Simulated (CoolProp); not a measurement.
Properties of n-perfluorohexane along the isobar 0.551 MPa (Tc = 174.9 °C, pc = 1.742 MPa, ω = 0.497).

Model: reference Helmholtz-energy equation of state, Gao 2022, in CoolProp.

```json
[
 {"T (°C)": "90.85", "phase": "liquid", "speed of sound (m/s)": "329.3", "Joule-Thomson coefficient (K/MPa)": "-0.03020", "isothermal compressibility (1/MPa)": "0.007758", "fugacity coefficient": "0.4583"},
 {"T (°C)": "100.45", "phase": "liquid", "speed of sound (m/s)": "298.7", "Joule-Thomson coefficient (K/MPa)": "___", "isothermal compressibility (1/MPa)": "0.009721", "fugacity coefficient": "0.5715"},
 {"T (°C)": "109.95", "phase": "liquid", "speed of sound (m/s)": "267.3", "Joule-Thomson coefficient (K/MPa)": "0.1559", "isothermal compressibility (1/MPa)": "0.01259", "fugacity coefficient": "0.6987"},
 {"T (°C)": "119.55", "phase": "gas", "speed of sound (m/s)": "77.57", "Joule-Thomson coefficient (K/MPa)": "18.05", "isothermal compressibility (1/MPa)": "2.470", "fugacity coefficient": "0.8245"},
 {"T (°C)": "129.05", "phase": "gas", "speed of sound (m/s)": "___", "Joule-Thomson coefficient (K/MPa)": "___", "isothermal compressibility (1/MPa)": "2.357", "fugacity coefficient": "0.8391"},
 {"T (°C)": "138.65", "phase": "gas", "speed of sound (m/s)": "84.29", "Joule-Thomson coefficient (K/MPa)": "13.95", "isothermal compressibility (1/MPa)": "2.274", "fugacity coefficient": "0.8522"},
 {"T (°C)": "148.15", "phase": "gas", "speed of sound (m/s)": "87.09", "Joule-Thomson coefficient (K/MPa)": "12.53", "isothermal compressibility (1/MPa)": "2.210", "fugacity coefficient": "___"},
 {"T (°C)": "157.75", "phase": "gas", "speed of sound (m/s)": "89.66", "Joule-Thomson coefficient (K/MPa)": "11.34", "isothermal compressibility (1/MPa)": "2.160", "fugacity coefficient": "0.8743"},
 {"T (°C)": "167.25", "phase": "gas", "speed of sound (m/s)": "92.02", "Joule-Thomson coefficient (K/MPa)": "10.36", "isothermal compressibility (1/MPa)": "2.119", "fugacity coefficient": "___"},
 {"T (°C)": "176.85", "phase": "gas", "speed of sound (m/s)": "94.23", "Joule-Thomson coefficient (K/MPa)": "9.514", "isothermal compressibility (1/MPa)": "2.085", "fugacity coefficient": "0.8925"}
]
```

### Question
Fill in the missing entries.

### Answer

- 100.45, Joule-Thomson coefficient (K/MPa): 0.04888
- 129.05, speed of sound (m/s): 81.13
- 129.05, Joule-Thomson coefficient (K/MPa): 15.75
- 148.15, fugacity coefficient: 0.8638
- 167.25, fugacity coefficient: 0.8838
